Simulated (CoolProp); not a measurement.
Vapour-liquid equilibrium of hydrogen sulfide (1) + isobutane (2) at 0.673 MPa; x and y are mole fractions of (1).

The numbers come from the multi-fluid Helmholtz-energy mixture model, Lemmon 2006 and Bücker 2006; pair parameters Kunz 2012 in CoolProp.

**Question.** Give the bubble temperature and the first vapour's composition at x = 0.65, 0.8, 0.95. Is there an azeotrope?

**Answer.** x = 0.65: -6.8 °C, y = 0.899; x = 0.8: -9.9 °C, y = 0.934; x = 0.95: -12.8 °C, y = 0.980. No azeotrope shows between x = 0.05 and 0.95.

Pair parameters are fitted to limited data, so mixtures are less certain than the pure fluids.
